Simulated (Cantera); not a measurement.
An isothermal, constant-pressure homogeneous reactor starts with N₂O : O₂ = 1 : 1.2 (molar parts), at 1550 K and 760 Torr. Integrator tolerance rtol = 1e-08.

Cantera simulation using GRI-Mech 3.0 (53 species, 325 reactions); the numbers are that mechanism's predictions, not measurements. GRI-Mech 3.0 was tuned for natural gas; its chemistry of N2O as a main component is partial and can be far from experiment. The temperature is held fixed by assumption; the heat of reaction is taken as removed at once.

What does this change do: O2 1.2 to 3.7 parts?


| quantity | before | after |
|---|---|---|
| x(N₂O) at 30.0 s | 1.95e-6 (gas-phase equilibrium 7.69e-8) | 5.89e-7 (gas-phase equilibrium 4.52e-8) |
| x(O₂) at 30.0 s | 0.592 (gas-phase equilibrium 0.629) | 0.787 (gas-phase equilibrium 0.807) |
| x(NO) at 30.0 s | 0.0751 (gas-phase equilibrium 0.00185) | 0.0407 (gas-phase equilibrium 0.00151) |
| x(N₂) at 30.0 s | 0.333 (gas-phase equilibrium 0.369) | 0.172 (gas-phase equilibrium 0.192) |
| x(O) at 30.0 s | 6.02e-6 (gas-phase equilibrium 6.20e-6) | 6.94e-6 (gas-phase equilibrium 7.03e-6) |
| x(NO₂) at 30.0 s | 0.000584 (gas-phase equilibrium 1.48e-5) | 0.000365 (gas-phase equilibrium 1.37e-5) |

What does this change do: O2 1.2 to 9.9 parts?


| quantity | before | after |
|---|---|---|
| x(N₂O) at 30.0 s | 1.95e-6 (gas-phase equilibrium 7.69e-8) | 1.40e-7 (gas-phase equilibrium 2.19e-8) |
| x(O₂) at 30.0 s | 0.592 (gas-phase equilibrium 0.629) | 0.903 (gas-phase equilibrium 0.912) |
| x(NO) at 30.0 s | 0.0751 (gas-phase equilibrium 0.00185) | 0.0191 (gas-phase equilibrium 0.00108) |
| x(N₂) at 30.0 s | 0.333 (gas-phase equilibrium 0.369) | 0.0781 (gas-phase equilibrium 0.0872) |
| x(O) at 30.0 s | 6.02e-6 (gas-phase equilibrium 6.20e-6) | 7.43e-6 (gas-phase equilibrium 7.47e-6) |
| x(NO₂) at 30.0 s | 0.000584 (gas-phase equilibrium 1.48e-5) | 0.000184 (gas-phase equilibrium 1.04e-5) |

What does this change do: temperature 1550 to 1200 K?


| quantity | before | after |
|---|---|---|
| x(N₂O) at 30.0 s | 1.95e-6 (gas-phase equilibrium 7.69e-8) | 2.00e-5 (gas-phase equilibrium 1.13e-8) |
| x(O₂) at 30.0 s | 0.592 (gas-phase equilibrium 0.629) | 0.616 (gas-phase equilibrium 0.630) |
| x(NO) at 30.0 s | 0.0751 (gas-phase equilibrium 0.00185) | 0.0270 (gas-phase equilibrium 0.000233) |
| x(N₂) at 30.0 s | 0.333 (gas-phase equilibrium 0.369) | 0.357 (gas-phase equilibrium 0.370) |
| x(O) at 30.0 s | 6.02e-6 (gas-phase equilibrium 6.20e-6) | 1.98e-8 (gas-phase equilibrium 1.99e-8) |
| x(NO₂) at 30.0 s | 0.000584 (gas-phase equilibrium 1.48e-5) | 0.000780 (gas-phase equilibrium 6.85e-6) |
The mechanism lacks the step 2 NO + O2 → 2 NO2, which can matter for NO2 below about 1400 K.
